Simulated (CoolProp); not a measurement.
A simple Rankine cycle with R1233zd(E): condensing at 300.15 K, boiler at 2.71 MPa, turbine inlet 437.5 K, turbine efficiency 0.85, pump efficiency 0.8, no recuperator. Each further row changes one setting.

The numbers come from the reference Helmholtz-energy equation of state, Akasaka 2022 in CoolProp.

| case | thermal efficiency (%) | net work (kJ/kg) | heat in (kJ/kg) | turbine exit temperature (K) | volume ratio over the turbine |
|---|---|---|---|---|---|
| as stated | 17.9 | 49.2 | 275 | 342.4 | 22.8 |
| condensing temperature 292.15 K | ? | ? | 284 | 335.9 | ? |
| boiler pressure 1.9 MPa | 16.5 | 48.0 | 290 | ? | 14.0 |
| turbine efficiency 0.75 | 15.7 | ? | 275 | ? | ? |

Problem. What belongs in the gaps?

Solution. 
- condensing temperature 292.15 K, thermal efficiency (%): 19.1
- condensing temperature 292.15 K, net work (kJ/kg): 54.2
- condensing temperature 292.15 K, volume ratio over the turbine: 30.0
- boiler pressure 1.9 MPa, turbine exit temperature (K): 361.6
- turbine efficiency 0.75, net work (kJ/kg): 43.1
- turbine efficiency 0.75, turbine exit temperature (K): 349.4
- turbine efficiency 0.75, volume ratio over the turbine: 23.3
